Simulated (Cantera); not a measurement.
Input (Python, Cantera) and output of one run.

```python
import numpy as np
import cantera as ct

gas_names = """
    H H2 Si SiH SiH2 SiH3 SiH4 Si2 Si3
""".split()
cond_names = """
    Si(cr) Si(L)
""".split()


# ... load() reads the species with a 1 bar reference pressure and builds the phases ...
atoms = {
    'SiH4': {'Si': 1, 'H': 4},
    'H2': {'H': 2},
}
top_T = {}  # K; cautious upper limits of use, not melting points


# ... equilibrate(T, P, feed) seeds the gas with the atoms and calls Mixture.equilibrate('TP', solver="vcs", rtol=1e-11, max_steps=5000) ...
results = []
feed = {'SiH4': 1, 'H2': 22}  # mol
P = 4000  # Pa
for T in [898, 998, 1098, 1198, 1298, 1398, 1498, 1598, 1698]:
    mix = equilibrate(T, P, feed)
    results.append((T, P, feed, dict(zip(mix.species_names, mix.species_moles))))

top = {s: max(r[3][s] / sum(r[3][g] for g in gas_names) for r in results) for s in gas_names}
cols = sorted((s for s in top if top[s] > 1e-06), key=lambda s: -top[s])[:5]
seen = [c for c in cond_names if any(r[3].get(c, 0) > 1e-12 for r in results)]
print("log10 of partial pressures in bar; condensed amounts in mol")
print(f"{'T/K':>10s}" + "".join(f"{s[:9]:>10s}" for s in cols + seen))
for T, P, feed, n in results:
    ng = sum(n[g] for g in gas_names)
    print(f"{T:10.4g}" + "".join(f"{np.log10(max(n[s] / ng * P / 1e5, 1e-99)):10.3f}" for s in cols)
          + "".join(f"{n.get(c, 0):10.4g}" for c in seen))
```

It prints:

```
log10 of partial pressures in bar; condensed amounts in mol
       T/K        H2         H        Si      SiH2       SiH    Si(cr)     Si(L)
       898    -1.398   -10.660   -18.410   -12.860   -16.814         1         0
       998    -1.398    -9.366   -15.798   -11.451   -14.647         1         0
      1098    -1.398    -8.306   -13.665   -10.300   -12.878         1         0
      1198    -1.398    -7.420   -11.890    -9.340   -11.408         1         0
      1298    -1.398    -6.669   -10.391    -8.529   -10.166         1         0
      1398    -1.398    -6.024    -9.108    -7.835    -9.105         1         0
      1498    -1.398    -5.464    -7.998    -7.234    -8.188         1         0
      1598    -1.398    -4.973    -7.029    -6.708    -7.387    0.9998         0
      1698    -1.398    -4.539    -6.183    -6.253    -6.689         0    0.9991
```

These are equilibrium values from Cantera (NASA tables, ideal gas, pure condensed phases), not measurements of a reactor. Gases not in the tables: Si2H6 and higher silanes.
